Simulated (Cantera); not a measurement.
Charge: 1 mol Ta2O5, 1.9 mol C, 0.53 mol CO, held at 2550 K and 13.3 mbar.

Equilibrium computed with Cantera from the NASA thermochemical tables; the gas is ideal and each condensed phase is pure. Candidate condensed phases: C, Ta, TaC, Ta2O5; 15 gas species. Mutual solubility and eutectic melting of coexisting phases are not modelled. Condensed phases not in the tables: Ta2C, N, O or C dissolved in the metal. Equilibrium is a limit: real reactors are often held back by kinetics, nucleation or transport.

Base state: CO 0.907, TaO2 0.0725, TaO 0.0186, CO2 0.00125, O 9.11e-5 (mole fractions); condensed: Ta(s) + Ta2O5(l).

**Question.** What changes in the equilibrium state with this change: temperature from 2550 K to 1023.15 K?

**Answer.** 
```json
[
 {"species": "CO", "before": "0.907", "after": "0.995"},
 {"species": "CO2", "before": "0.00125", "after": "0.00471"},
 {"species": "TaO2", "before": "0.0725", "after": "<1e-9"},
 {"species": "TaO", "before": "0.0186", "after": "<1e-9"},
 {"species": "O", "before": "9.11e-5", "after": "<1e-9"},
 {"species": "Ta(s), mol", "before": "0.693", "after": "0"},
 {"species": "Ta2O5(l), mol", "before": "0.532", "after": "0"},
 {"species": "C(graphite), mol", "before": "0", "after": "1.90"},
 {"species": "Ta2O5(s), mol", "before": "0", "after": "1.00"}
]
```
